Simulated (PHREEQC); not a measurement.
Model water analysis in mg/L, 25 °C, pH 6.32, pe -1.1: Na 8970; K 196; Ca 211; Mg 2600; Cl 21800; S(6) as SO4 1640; Alkalinity as HCO3 1.2; Sr 9.86; Br 90.9.

Valence states are taken as typed.

All values are PHREEQC results (ion-association model, phreeqc.dat), not measurements.

```json
[
 {"quantity": "MgSO4 (mol/kgw)", "before": "0.00742", "after": "0.00742"},
 {"quantity": "SO4-2 (mol/kgw)", "before": "0.00726", "after": "0.00726"},
 {"quantity": "NaSO4- (mol/kgw)", "before": "0.00273", "after": "0.00273"},
 {"quantity": "CaSO4 (mol/kgw)", "before": "0.000243", "after": "0.000243"},
 {"quantity": "KSO4- (mol/kgw)", "before": "4.20e-5", "after": "4.20e-5"},
 {"quantity": "HCO3- (mol/kgw)", "before": "1.39e-5", "after": "1.69e-5"},
 {"quantity": "SI of Gypsum (CaSO4:2H2O)", "before": "-1.23", "after": "-1.23"},
 {"quantity": "SI of Halite (NaCl)", "before": "-2.51", "after": "-2.51"}
]
```

Task: Name the change that produced these shifts.
A. pH from 6.32 to 5.82 at the same alkalinity
B. Na from 8970 to 26900 mg/L
C. pH from 6.32 to 5.5 at the same alkalinity

Result: C, pH from 6.32 to 5.5 at the same alkalinity

This is a speciation only: nothing precipitates in the calculation. The ionic strength passes 0.7 mol/kgw, the rough limit of the ion-association models, in every such run.
